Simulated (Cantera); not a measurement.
**Gas-phase reforming**

An isothermal, constant-pressure homogeneous reactor starts with CH4 : H2O : H2 = 1 : 0.98 : 0.43 (molar parts), at 1775 K and 100000 Pa.

Detailed kinetics in Cantera: GRI-Mech 3.0 (53 species, 325 reactions).

```
t (s)       x CH4   x H2O   x H2     x HCO     x C2H   x HO2   x CH2CO
--------  -------  ------  -----  --------  --------  ------  --------
1.00e-5     0.414   0.406  0.179  3.91e-11    <1e-12  <1e-12    <1e-12
2.55e-5     0.413   0.406  0.179  9.56e-10  2.30e-12  <1e-12  3.83e-11
6.52e-5     0.408   0.406  0.182   9.76e-9  1.40e-10  <1e-12   5.47e-9
0.000166    0.393   0.403  0.194   3.17e-8   3.72e-9  <1e-12   3.69e-7
0.000425    0.354   0.393  0.228   3.36e-8   3.26e-8  <1e-12   6.81e-6
0.00108     0.282   0.370  0.298   2.50e-8   1.12e-7  <1e-12   2.98e-5
0.00277     0.191   0.340  0.387   1.64e-8   2.12e-7  <1e-12   5.28e-5
0.00707     0.108   0.310  0.470   1.01e-8   2.98e-7  <1e-12   6.48e-5
0.0181     0.0544   0.279  0.532   7.25e-9   3.46e-7  <1e-12   6.46e-5
0.0461     0.0320   0.238  0.579   8.47e-9   3.25e-7  <1e-12   5.12e-5
0.118      0.0242   0.182  0.626   1.32e-8   2.44e-7  <1e-12   3.01e-5
0.300      0.0177   0.118  0.677   2.00e-8   1.54e-7  <1e-12   1.30e-5
0.767      0.0116  0.0658  0.719   2.67e-8   8.39e-8  <1e-12   4.26e-6
1.96      0.00714  0.0317  0.747   3.15e-8   4.09e-8  <1e-12   1.17e-6
5.00      0.00439  0.0134  0.762   3.42e-8   1.87e-8  <1e-12   3.32e-7
```
x: mole fraction; the columns are a selection and need not sum to one.

Equilibrium at this temperature and pressure: CH4 0.00176, H2O 1.56e-5, H2 0.773, HCO 3.63e-8, C2H 3.59e-9, HO2 <1e-12, CH2CO 6.15e-8 (gas phase only).
